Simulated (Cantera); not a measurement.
A closed system holds: 1 mol Si, 2.9 mol Cl2, at 523.15 K and 0.0405 Torr.

Method: chemical equilibrium by Gibbs-energy minimisation in Cantera with the NASA 1993 tables (ideal gas, pure condensed phases). Candidate condensed phases: Si; 9 gas species. Rates play no part.

Base state: SiCl4 0.526, Cl2 0.474 (mole fractions); condensed: gas only.

Problem. What changes in the equilibrium state with this change: temperature from 523.15 K to 1275 K?

Solution. 
```json
[
 {"species": "Cl", "before": "4.96e-8", "after": "0.474"},
 {"species": "SiCl4", "before": "0.526", "after": "0.401"},
 {"species": "Cl2", "before": "0.474", "after": "0.124"},
 {"species": "SiCl3", "before": "<1e-9", "after": "0.000109"}
]
```
The tables' values for SiCl3 are old estimates; treat these amounts as uncertain.
